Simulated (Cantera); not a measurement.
A closed system holds: 1 mol Si₂H₆, 0.81 mol O₃, 2.3 mol N₂, equilibrated at 13300 Pa.

Method: chemical equilibrium by Gibbs-energy minimisation in Cantera with the NASA 1993 tables (ideal gas, pure condensed phases). Candidate condensed phases: H₂O, Si, SiO₂, Si₂N₂O, Si₃N₄; 35 gas species. The feed counts by its element totals alone. N₂ is the only nitrogen source here; it is nearly inert below about 1500 K, so the nitride shown seldom forms there in practice. Mutual solubility and eutectic melting of coexisting phases are not modelled. The tables hold silica as quartz up to 1696 K and as liquid above; real silica turns to tridymite and cristobalite and melts near 1996 K. The numbers say what is thermodynamically allowed, not how fast it happens.

**Question.** Which condensed phases are stable at each of these points (T (K)): 800, 900, 1000, 1100, 1200, 1300, 1400?

**Answer.** 
```tsv
T (K)	condensed phases	Si condensed (%)
800	SiO₂(α-quartz) + Si₂N₂O(s)	100.0
900	SiO₂(β-quartz) + Si₂N₂O(s)	100.0
1000	SiO₂(β-quartz) + Si₂N₂O(s)	100.0
1100	SiO₂(β-quartz) + Si₂N₂O(s)	100.0
1200	SiO₂(β-quartz) + Si₂N₂O(s)	100.0
1300	SiO₂(β-quartz) + Si₂N₂O(s)	100.0
1400	SiO₂(β-quartz) + Si₂N₂O(s)	100.0
```

At 800 K the condensed part is SiO₂(α-quartz) + Si₂N₂O(s). From 900 K to 1400 K the condensed part is SiO₂(β-quartz) + Si₂N₂O(s).
